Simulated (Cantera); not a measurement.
A closed system holds: 1 mol CO, 0.18 mol NH3, 0.52 mol N2, 4.5 mol CO2, equilibrated at 1498.15 K and 0.130 bar.

Equilibrium computed with Cantera from the NASA thermochemical tables; the gas is ideal and each condensed phase is pure. The numbers say what is thermodynamically allowed, not how fast it happens.

```
species   before     after
-------  -------  --------
CO2        0.667     0.658
CO         0.195     0.201
N2        0.0956    0.0951
O2       2.05e-9   0.00210
H2O       0.0380    0.0388
O          <1e-9  0.000293
NO       4.17e-8  0.000414
OH       7.85e-7   0.00148
H        3.13e-6  0.000647
H2       0.00430   0.00229
```
Gas species are given as mole fractions.

Q: What was changed between the two runs?
A) NH3 from 0.18 to 0.51 mol
B) temperature from 1498.15 K to 2175 K
C) CO replaced by C2H6
D) temperature from 1498.15 K to 2400 K

A: B, temperature from 1498.15 K to 2175 K
